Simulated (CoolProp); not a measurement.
A simple Rankine cycle with ethanol: condensing at 331.15 K, boiler at 1.75 MPa, turbine inlet 597.5 K, turbine efficiency 0.85, pump efficiency 0.7, no recuperator. Each further row changes one setting.

Model: reference Helmholtz-energy equation of state, Schroeder 2014, in CoolProp.

| case | thermal efficiency (%) | net work (kJ/kg) | heat in (kJ/kg) | turbine exit temperature (K) | volume ratio over the turbine |
|---|---|---|---|---|---|
| as stated | 20.4 | ___ | 1380 | ___ | 32.5 |
| turbine inlet 617.5 K | 20.5 | 294 | 1430 | 474.6 | 32.5 |
| condensing temperature 323.15 K | 21.8 | ___ | 1400 | 442.6 | ___ |
| boiler pressure 1.22 MPa | 18.8 | ___ | ___ | 469.7 | 23.0 |
| turbine efficiency 0.75 | 18.0 | 249 | 1380 | 472.3 | ___ |

Question: Fill in the missing entries.

Answer: 
- as stated, net work (kJ/kg): 283
- as stated, turbine exit temperature (K): 455.3
- condensing temperature 323.15 K, net work (kJ/kg): 307
- condensing temperature 323.15 K, volume ratio over the turbine: 45.9
- boiler pressure 1.22 MPa, net work (kJ/kg): 262
- boiler pressure 1.22 MPa, heat in (kJ/kg): 1390
- turbine efficiency 0.75, volume ratio over the turbine: 33.7
